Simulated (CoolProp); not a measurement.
500 sccm (0 °C, 1 atm) of nitrogen bubbles through liquid octamethylcyclotetrasiloxane (D4) at 347.6 K and leaves saturated at a total pressure of 0.0663 MPa (ideal gas phase). Each further row changes one setting.

The numbers come from the reference Helmholtz-energy equation of state, Thol 2015 in CoolProp.

```csv
case,vapour pressure (kPa),mole fraction of vapour,delivery (mg/min),delivery (sccm),change of delivery for a bath 1 K warmer (%)
as stated,2.75,0.0414,286,21.6,5.3
bath temperature 352.6 K,___,___,___,27.9,5.2
total pressure 0.133 MPa,2.75,___,140,10.5,5.2
```

### Question
Some entries are withheld; supply them.

### Answer

- bath temperature 352.6 K, vapour pressure (kPa): 3.51
- bath temperature 352.6 K, mole fraction of vapour: 0.0529
- bath temperature 352.6 K, delivery (mg/min): 370
- total pressure 0.133 MPa, mole fraction of vapour: 0.0207
